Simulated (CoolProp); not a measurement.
The fluid at 293.15 K and 1.96 MPa expands adiabatically to 0.269 MPa with isentropic efficiency 0.8. The same conditions are run with several fluids, on thermodynamics alone (safety and materials aside).

Model: reference Helmholtz-energy equation of state of each fluid (hydrogen chloride: Thol 2018; nitrogen: Span 2000; oxygen: Schmidt 1985; ethane: Bücker 2006; methane: Setzmann 1991), in CoolProp.

Problem. Rank hydrogen chloride, nitrogen, oxygen, ethane, methane by work (kJ/kg), highest first.

Solution. methane (185), nitrogen (104), ethane (93.7), oxygen (90.7), hydrogen chloride (74.5)

```
fluid              final temperature (K)                       final phase  final density (kg/m³)
-----------------  ---------------------  --------------------------------  ---------------------
hydrogen chloride                  207.3  two-phase, vapour fraction 0.939                   6.42
nitrogen                           189.9                               gas                   4.81
oxygen                             189.9                               gas                   5.51
ethane                             211.7                               gas                   4.89
methane                            199.9                               gas                   2.64
```
